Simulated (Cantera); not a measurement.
An adiabatic, constant-pressure homogeneous reactor starts with 14.5 % CH₄, 16.1 % O₂, 69.4 % N₂, equivalence ratio 1.8, at 1300 K and 170000 Pa.

Cantera simulation using GRI-Mech 3.0 (53 species, 325 reactions); the numbers are that mechanism's predictions, not measurements.

Problem. Predict: time of steepest temperature rise; temperature at 0.200 s; equilibrium temperature; x(O₂) at 0.200 s; x(NO) at 0.200 s; x(HCO) at 0.200 s.

Solution. 
| Property | Value |
|---|---|
| time of steepest temperature rise | 12.0 ms |
| temperature at 0.200 s | 2397 K |
| equilibrium temperature | 2397 K |
| x(O₂) at 0.200 s | 9.47e-6 (gas-phase equilibrium 9.47e-6) |
| x(NO) at 0.200 s | 0.000113 (gas-phase equilibrium 0.000113) |
| x(HCO) at 0.200 s | 1.27e-7 (gas-phase equilibrium 1.27e-7) |
